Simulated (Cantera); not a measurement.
Charge: 1 mol SiC, 3.5 mol H2O, 780 mol N2, 0.002 mol O2, at 900 K and 0.100 bar.

These are equilibrium values from Cantera (NASA tables, ideal gas, pure condensed phases), not measurements of a reactor. Candidate condensed phases: C, C6H6, C7H8, C8H18, H2O, Si, SiC, SiO2, Si2N2O, Si3N4; 151 gas species. Kinetics and transport are ignored.

Base state: N2 0.994, H2 0.00406, CO 0.00104, H2O 0.000405, CO2 0.000238 (mole fractions); condensed: SiO2(β-quartz).

Question: What changes in the equilibrium state with this change: O2 from 0.002 to 0.77 mol?

Answer: 
```csv
species,before,after
N2,0.994,0.994
H2,0.00406,0.00264
H2O,0.000405,0.00182
CO2,0.000238,0.000781
CO,0.00104,0.000493
"SiO2(β-quartz), mol",1.00,1.00
```

Question: What changes in the equilibrium state with this change: H2O from 3.5 to 0.0038 mol?

Answer: 
| species | before | after |
|---|---|---|
| N2 | 0.994 | 1.000 |
| H2 | 0.00406 | 4.87e-6 |
| CO | 0.00104 | <1e-9 |
| H2O | 0.000405 | <1e-9 |
| CO2 | 0.000238 | <1e-9 |
| SiO2(β-quartz), mol | 1.00 | 0 |
| C(graphite), mol | 0 | 1.000 |
| Si2N2O(s), mol | 0 | 0.00780 |
| Si3N4(s), mol | 0 | 0.328 |
N2 is the only nitrogen source here; it is nearly inert below about 1500 K, so the nitride shown seldom forms there in practice.
